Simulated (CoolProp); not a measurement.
Saturation properties of c-C4F8 (RC318).

Computed with CoolProp (reference Helmholtz-energy equation of state, Platzer 1990). This equation is an older, rougher fit; its heat capacities, sound speeds and derivatives of the liquid may be far off and weren't checked against measurements.

```json
[
 {"T (K)": "283.8", "p (kPa)": "192.3", "vapour density (kg/m³)": "17.53", "liquid viscosity (µPa s)": "449", "liquid conductivity (mW/(m K))": "68.8"},
 {"T (K)": "286.7", "p (kPa)": "213.1", "vapour density (kg/m³)": "___", "liquid viscosity (µPa s)": "430", "liquid conductivity (mW/(m K))": "68.1"},
 {"T (K)": "289.6", "p (kPa)": "235.6", "vapour density (kg/m³)": "21.31", "liquid viscosity (µPa s)": "___", "liquid conductivity (mW/(m K))": "67.4"},
 {"T (K)": "292.5", "p (kPa)": "259.8", "vapour density (kg/m³)": "23.43", "liquid viscosity (µPa s)": "394", "liquid conductivity (mW/(m K))": "66.7"},
 {"T (K)": "295.4", "p (kPa)": "285.9", "vapour density (kg/m³)": "25.71", "liquid viscosity (µPa s)": "377", "liquid conductivity (mW/(m K))": "65.9"},
 {"T (K)": "298.3", "p (kPa)": "___", "vapour density (kg/m³)": "28.17", "liquid viscosity (µPa s)": "362", "liquid conductivity (mW/(m K))": "65.2"},
 {"T (K)": "301.3", "p (kPa)": "345.2", "vapour density (kg/m³)": "30.91", "liquid viscosity (µPa s)": "346", "liquid conductivity (mW/(m K))": "64.4"},
 {"T (K)": "304.2", "p (kPa)": "377.5", "vapour density (kg/m³)": "33.76", "liquid viscosity (µPa s)": "332", "liquid conductivity (mW/(m K))": "63.6"},
 {"T (K)": "307.1", "p (kPa)": "___", "vapour density (kg/m³)": "36.82", "liquid viscosity (µPa s)": "318", "liquid conductivity (mW/(m K))": "62.8"},
 {"T (K)": "310", "p (kPa)": "448.9", "vapour density (kg/m³)": "40.11", "liquid viscosity (µPa s)": "305", "liquid conductivity (mW/(m K))": "62.1"}
]
```

### Question
Some entries are withheld; supply them.

### Answer

- 286.7, vapour density (kg/m³): 19.35
- 289.6, liquid viscosity (µPa s): 411
- 298.3, p (kPa): 314.0
- 307.1, p (kPa): 412.1

It boils at 267.2 K under 1 atm.

Viscosity comes from a separate model (Huber 2003), an estimate that may be off by 10 % or more. Thermal conductivity comes from a separate model (Huber 2003), an estimate that may be off by 10 % or more.
